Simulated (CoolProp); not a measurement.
Ammonia at 356.64 K and 6.63 MPa is throttled through a valve to 3.44 MPa with no heat exchange. Each further row changes one setting.

Values from CoolProp's reference Helmholtz-energy equation of state, Gao 2020.

```json
[
 {"case": "as stated", "temperature change (K)": "-11.8", "final phase": "two-phase, vapour fraction 0.068", "final density (kg/m³)": "235"},
 {"case": "outlet pressure 1.03 MPa", "temperature change (K)": "-57.6", "final phase": "two-phase, vapour fraction 0.254", "final density (kg/m³)": "30.3"},
 {"case": "outlet pressure 4.47 MPa", "temperature change (K)": "-0.5", "final phase": "liquid", "final density (kg/m³)": "499"}
]
```
